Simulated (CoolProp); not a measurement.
A single-stage vapour-compression cycle with the fluid: evaporating at 258.15 K (dew point), condensing at 286.15 K (bubble point), superheat 2 K, subcooling 5 K, compressor efficiency 0.7, no pressure losses. The same conditions are run with several fluids, on thermodynamics alone (safety and materials aside).

Values from CoolProp's reference Helmholtz-energy equation of state of each fluid (R115: Lemmon 2016; hydrogen sulfide: Lemmon 2006; dimethyl ether: Wu 2011; R236FA: Pan 2012; R407C: Lemmon 2003; cis-2-butene: Lemmon 2005). Blends and air are pseudo-pure fits.

Task: Rank R115, hydrogen sulfide, dimethyl ether, R236FA, R407C, cis-2-butene by cooling COP, highest first.

Result: cis-2-butene (6.08), dimethyl ether (6.01), R236FA (5.94), hydrogen sulfide (5.77), R115 (5.70), R407C (4.70)

| fluid | pressure ratio | discharge temperature (K) | refrigerating effect (kJ/kg) | volumetric capacity (kJ/m³) |
|---|---|---|---|---|
| R115 | 2.44 | 290.2 | 93.5 | 1940 |
| hydrogen sulfide | 2.30 | 340.5 | 441 | 4890 |
| dimethyl ether | 2.70 | 311.6 | 403 | 1370 |
| R236FA | 3.21 | 293.0 | 140 | 565 |
| R407C | 3.23 | 318.0 | 192 | 2180 |
| cis-2-butene | 3.05 | 307.9 | 385 | 478 |
